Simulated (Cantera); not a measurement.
**Premixed flame**

A freely propagating, adiabatic, planar premixed flame of H2 : O2 : N2 = 1.3 : 0.357 : 1.34 (molar parts), unburnt at 673 K and 1.00 bar; mixture-averaged transport, grid criteria slope 0.08 and curve 0.16, no radiation.

Detailed kinetics in Cantera: the H2/O2 subset of GRI-Mech 3.0, which has no nitrogen chemistry. Burning velocities carry a grid error of a few per cent, more on coarse grids.

| z (mm) | T (K) | u (m/s) | x H2 | x O2 | x H2O | x H2O2 | x HO2 | x O |
|---|---|---|---|---|---|---|---|---|
| -1.42 | 673 | 11.1 | 0.434 | 0.119 | <1e-8 | <1e-8 | <1e-8 | <1e-8 |
| -0.943 | 673 | 11.1 | 0.434 | 0.119 | <1e-8 | <1e-8 | <1e-8 | <1e-8 |
| -0.708 | 673 | 11.1 | 0.434 | 0.119 | <1e-8 | <1e-8 | 1.74e-8 | <1e-8 |
| -0.472 | 673 | 11.1 | 0.434 | 0.119 | 1.89e-7 | <1e-8 | 1.80e-6 | <1e-8 |
| -0.236 | 691 | 11.4 | 0.431 | 0.119 | 0.00101 | 1.84e-6 | 0.000200 | 1.60e-5 |
| -0.118 | 869 | 14.1 | 0.401 | 0.113 | 0.0173 | 4.55e-6 | 0.000142 | 0.000419 |
| 0 | 1271 | 20.0 | 0.285 | 0.0707 | 0.107 | 2.21e-6 | 6.25e-5 | 0.00453 |
| 0.118 | 1553 | 24.2 | 0.187 | 0.0162 | 0.211 | 1.27e-6 | 1.42e-5 | 0.00517 |
| 0.236 | 1674 | 25.8 | 0.170 | 0.00415 | 0.236 | 8.31e-7 | 3.49e-6 | 0.00378 |
| 0.472 | 1798 | 27.5 | 0.175 | 0.00192 | 0.243 | 5.13e-7 | 1.54e-6 | 0.00305 |
| 0.943 | 1932 | 29.3 | 0.185 | 0.00134 | 0.247 | 2.83e-7 | 1.03e-6 | 0.00229 |
| 1.89 | 2064 | 31.0 | 0.193 | 0.000842 | 0.252 | 1.52e-7 | 6.49e-7 | 0.00150 |
| 3.77 | 2180 | 32.4 | 0.201 | 0.000457 | 0.257 | 8.17e-8 | 3.78e-7 | 0.000835 |
x: mole fraction of selected species; z is measured from the peak of heat release.

| Item | Value |
|---|---|
| laminar burning velocity | 1110 cm/s |
| thermal thickness | 0.472 mm |
| peak x(H2O2) | 4.73e-6 |
| peak x(HO2) | 0.000211 |
| peak x(O) | 0.00584 |
| grid points | 141 |
